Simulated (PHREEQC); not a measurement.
## Silver or lead bath

A solution holds 0.094 mol/kgw AgNO3 and 6.2e-05 mol/kgw NaCl, at 75 °C. Closed to the air; pH follows from the charge balance.

The numbers come from PHREEQC with the ion-association model, wateq4f.dat.

```
Quantity                Result
--------------  --------------
pH                        6.29
ionic strength  0.0916 mol/kgw
```

| species | molality | activity | log γ |
|---|---|---|---|
| NO3- | 0.0916 | 0.0678 | -0.131 |
| Ag+ | 0.0916 | 0.0702 | -0.116 |
| AgNO3 | 0.00239 | 0.00244 | 0.009 |
| Na+ | 6.20e-5 | 4.76e-5 | -0.114 |
| AgCl | 6.08e-5 | 6.21e-5 | 0.009 |
| Cl- | 1.21e-6 | 9.10e-7 | -0.125 |
| H+ | 6.35e-7 | 5.17e-7 | -0.089 |
| OH- | 5.03e-7 | 3.76e-7 | -0.126 |
| AgOH | 1.32e-7 | 1.35e-7 | 0.009 |
| AgCl2- | 5.45e-9 | 4.17e-9 | -0.116 |

Precipitation was switched off in this run. The solution is supersaturated, for example in Cerargyrite, so a real one may precipitate; this is no full list. Constants without temperature data keep their 25 °C values here.
